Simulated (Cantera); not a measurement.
Input (Python, Cantera) and output of one run.

```python
import numpy as np
import cantera as ct

gas_names = """
    C CH CH2 CH3 CH2OH CH3O CH4 CH3OH CO CO2 COOH C2 C2H CHCO,ketyl C2H2,acetylene C2H2,vinylidene
    CH2CO,ketene C2H3,vinyl CH3CO,acetyl C2H4 C2H4O,ethylen CH3CHO,ethanal CH3COOH (HCOOH)2 C2H5 C2H6
    CH3OCH3 C2H5OH C2O C3 C3H3,propargyl C3H4,allene C3H4,propyne C3H4,cyclo- C3H5,allyl C3H6,propylene
    C3H6,cyclo- C3H6O C3H7,n-propyl C3H7,i-propyl C3H8 C3H8O,1propanol C3H8O,2propanol C3O2 C4 C4H2
    C4H4,1,3-cyclo- C4H6,butadiene C4H6,2-butyne C4H6,cyclo- C4H8,1-butene C4H8,cis2-buten
    C4H8,tr2-butene C4H8,isobutene C4H8,cyclo- (CH3COOH)2 C4H9,n-butyl C4H9,i-butyl C4H9,s-butyl
    C4H9,t-butyl C4H10,isobutane C4H10,n-butane C5 C5H6,1,3cyclo- C5H8,cyclo- C5H10,1-pentene
    C5H10,cyclo- C5H11,pentyl C5H11,t-pentyl C5H12,n-pentane C5H12,i-pentane CH3C(CH3)2CH3 C6H2
    C6H5,phenyl C6H5O,phenoxy C6H6 C6H5OH,phenol C6H10,cyclo- C6H12,1-hexene C6H12,cyclo- C6H13,n-hexyl
    C7H7,benzyl C7H8 C7H8O,cresol C7H14,1-heptene C7H15,n-heptyl C7H16,n-heptane C8H8,styrene
    C8H10,ethylbenz C8H16,1-octene C8H17,n-octyl C8H18,isooctane C8H18,n-octane C9H19,n-nonyl
    C10H8,naphthale C10H21,n-decyl C12H9,o-bipheny C12H10,bipheny H HCO HO2 H2 HCHO,formaldehy HCOOH H2O
    H2O2 Mg MgH MgO MgOH MgO2H2 Mg2 O OH O2 O3
""".split()
cond_names = """
    C(gr) C6H6(L) C7H8(L) C8H18(L),n-octa H2O(s) H2O(L) Mg(cr) Mg(L) MgCO3(s) MgO(s) MgO(L) MgO2H2(s)
""".split()


def load(file, names, dense=False):
    # The tables refer to 1 bar. Condensed volumes are neglected.
    table = {s.name: s for s in ct.Species.list_from_file(file)}
    out = []
    for n in names:
        d = dict(table[n].input_data)
        d["thermo"] = dict(d["thermo"], **{"reference-pressure": 1e5})
        if dense:
            d["equation-of-state"] = {"model": "constant-volume", "density": "1e6 g/cm^3"}
        out.append(ct.Species.from_dict(d))
    return out


gas = ct.Solution(thermo="ideal-gas", species=load("nasa_gas.yaml", gas_names))
cond = {s.name: ct.Solution(thermo="fixed-stoichiometry", species=[s], name=s.name)
        for s in load("nasa_condensed.yaml", cond_names, dense=True)}
atoms = {
    'MgO': {'Mg': 1, 'O': 1},
    'C': {'C': 1},
    'H2': {'H': 2},
    'CO': {'C': 1, 'O': 1},
}
top_T = {'C(gr)': 4500}  # K; cautious upper limits of use, not melting points


def equilibrate(T, P, feed):
    n = {}
    for name, mol in feed.items():
        for a, k in atoms[name].items():
            n[a] = n.get(a, 0.0) + k * mol
    gas.TPX = T, P, n
    mass = sum(n.values()) * gas.mean_molecular_weight
    gas.equilibrate("TP")
    valid = [c for c in cond.values() if c.min_temp <= T <= top_T.get(c.name, c.max_temp)]
    mix = ct.Mixture([(gas, mass / gas.mean_molecular_weight)] + [(c, 0.0) for c in valid])
    mix.T, mix.P = T, P
    mix.equilibrate("TP", solver="vcs", rtol=1e-11, max_steps=5000)
    return mix


results = []
feed = {'MgO': 1, 'C': 0.64, 'H2': 0.19, 'CO': 1.6}  # mol
P = 760  # Pa
for T in [1850, 1900, 1950, 2000, 2050, 2100, 2150, 2200, 2250, 2300, 2350]:
    mix = equilibrate(T, P, feed)
    results.append((T, P, feed, dict(zip(mix.species_names, mix.species_moles))))

top = {s: max(r[3][s] / sum(r[3][g] for g in gas_names) for r in results) for s in gas_names}
cols = sorted((s for s in top if top[s] > 1e-06), key=lambda s: -top[s])[:8]
seen = [c for c in cond_names if any(r[3].get(c, 0) > 1e-12 for r in results)]
print("log10 of partial pressures in bar; condensed amounts in mol")
print(f"{'T/K':>10s}" + "".join(f"{s[:9]:>10s}" for s in cols + seen))
for T, P, feed, n in results:
    ng = sum(n[g] for g in gas_names)
    print(f"{T:10.4g}" + "".join(f"{np.log10(max(n[s] / ng * P / 1e5, 1e-99)):10.3f}" for s in cols)
          + "".join(f"{n.get(c, 0):10.4g}" for c in seen))
```

Result:

```
log10 of partial pressures in bar; condensed amounts in mol
       T/K        CO        Mg        H2       CO2         H       H2O        OH         O    MgO(s)
      1850    -2.257    -2.800    -3.334    -5.888    -4.936    -6.361    -9.094   -10.814    0.3593
      1900    -2.257    -2.800    -3.337    -5.554    -4.769    -6.010    -8.527   -10.083    0.3584
      1950    -2.258    -2.799    -3.342    -5.238    -4.612    -5.680    -7.991    -9.391    0.3568
      2000    -2.259    -2.798    -3.350    -4.940    -4.464    -5.370    -7.485    -8.735    0.3535
      2050    -2.261    -2.795    -3.362    -4.659    -4.325    -5.082    -7.007    -8.112    0.3475
      2100    -2.264    -2.790    -3.380    -4.396    -4.196    -4.817    -6.558    -7.522    0.3369
      2150    -2.270    -2.782    -3.406    -4.151    -4.078    -4.579    -6.139    -6.963    0.3191
      2200    -2.278    -2.769    -3.445    -3.925    -3.972    -4.369    -5.751    -6.435    0.2909
      2250    -2.291    -2.751    -3.500    -3.721    -3.879    -4.194    -5.396    -5.937    0.2485
      2300    -2.310    -2.727    -3.574    -3.538    -3.801    -4.054    -5.074    -5.467    0.1881
      2350    -2.335    -2.698    -3.670    -3.377    -3.739    -3.952    -4.784    -5.024     0.105
```

These are equilibrium values from Cantera (NASA tables, ideal gas, pure condensed phases), not measurements of a reactor. The tables' values for MgH are old estimates; treat these amounts as uncertain.
